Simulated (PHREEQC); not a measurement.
**Acid mine or pickling water (model solution)**

Synthetic water in mg/L, 75 °C, pH 3.35, pe 9.6:

| constituent | mg/L |
|---|---|
| Na | 296 |
| K | 12.6 |
| Ca | 521 |
| Mg | 0.405 |
| Cl | 161 |
| S(6) as SO4 | 1330 |
| B | 1.51 |
| Al | 0.119 |

Valence states are taken as typed.

Computed with PHREEQC (ion-association model, wateq4f.dat).

Precipitation was switched off in this run.

### Question
Estimate the ionic strength, charge-balance error.

### Answer
ionic strength 0.0437 mol/kgw; charge-balance error 15.6 %.

### Question
In which forms is Na present?

### Answer
Na+ 98 %, NaSO4- 2.4 % of the Na.

Away from 25 °C the constants follow the database's enthalpies or fits; those with neither stay at their 25 °C values.
